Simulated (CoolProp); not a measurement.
Computed with CoolProp (reference Helmholtz-energy equation of state, Lemmon 2006). It is a short technical equation, of lower accuracy than the large ones.

Question: For acetone, give the phase and the Z, cp (kJ/(kg K)), cv (kJ/(kg K)), speed of sound (m/s) at 443.7 K and 7.82 bar.

Answer: 
- 443.7 K and 7.82 bar: gas; Z 0.883, cp 1.97, cv 1.69, speed of sound 238
